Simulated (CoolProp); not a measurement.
Properties of propylene along the isobar 13.8 MPa (Tc = 91.1 °C, pc = 4.555 MPa, ω = 0.146).

Values from CoolProp's reference Helmholtz-energy equation of state, Lemmon 2013.

```tsv
T (°C)	phase	density (kg/m³)	cv (kJ/(kg K))	Joule-Thomson coefficient (K/MPa)
-11.95	liquid	583.7	1.451	-0.3625
-4.45	liquid	574.9	1.469	-0.3383
2.95	liquid	566.0	1.487	-0.3123
10.45	liquid	556.8	1.507	-0.2834
17.85	liquid	547.6	1.527	-0.2521
25.35	liquid	538.0	1.548	-0.2172
32.85	liquid	528.2	1.570	-0.1786
40.25	liquid	518.3	1.592	-0.1363
47.75	liquid	507.9	1.614	-0.08851
55.15	liquid	497.4	1.637	-0.03562
62.65	liquid	(withheld)	1.661	0.02483
70.15	liquid	(withheld)	1.685	0.09345
77.55	liquid	(withheld)	1.709	(withheld)
```

Task: What belongs in the gaps?

Result: 
- 62.65, density (kg/m³): 486.4
- 70.15, density (kg/m³): 474.9
- 77.55, density (kg/m³): 463.3
- 77.55, Joule-Thomson coefficient (K/MPa): 0.1706
